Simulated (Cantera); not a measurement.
Thermodynamics of silicon oxide and oxynitride deposition, feed HMDSO + NO + H2

Feed: 1 mol HMDSO, 27 mol NO, 2.5 mol H2, at 338 Torr.

These are equilibrium values from Cantera (NASA tables, ideal gas, pure condensed phases), not measurements of a reactor. Candidate condensed phases: C, C6H6, C7H8, C8H18, H2O, Si, SiC, SiO2, Si2N2O, Si3N4; 151 gas species. The feed counts by its element totals alone. The tables hold silica as quartz up to 1696 K and as liquid above; real silica turns to tridymite and cristobalite and melts near 1996 K. Gases not in the tables: Si(OH)4. Kinetics and transport are ignored.

```csv
T (°C),x N2,x H2O,x CO2,x O2,x OH,x NO,n SiO2(β-quartz),n SiO2(condensed)
577,0.432,0.368,0.192,0.00800,3.79e-9,6.50e-7,2.00,0
677,0.432,0.368,0.192,0.00800,4.25e-8,2.53e-6,2.00,0
777,0.432,0.368,0.192,0.00800,3.02e-7,7.63e-6,2.00,0
877,0.432,0.368,0.192,0.00799,1.52e-6,1.90e-5,2.00,0
977,0.432,0.368,0.192,0.00798,5.94e-6,4.07e-5,2.00,0
1077,0.432,0.368,0.192,0.00796,1.89e-5,7.81e-5,2.00,0
1177,0.432,0.368,0.192,0.00792,5.15e-5,0.000137,2.00,0
1277,0.432,0.368,0.192,0.00788,0.000123,0.000222,2.00,0
1377,0.432,0.368,0.192,0.00786,0.000264,0.000341,2.00,0
1477,0.432,0.367,0.192,0.00791,0.000521,0.000501,0,2.00
```
x: gas mole fraction; n: condensed amount in mol.

From 577 °C to 1377 °C the condensed part is SiO2(β-quartz). At 1477 °C the condensed part is SiO2(condensed).
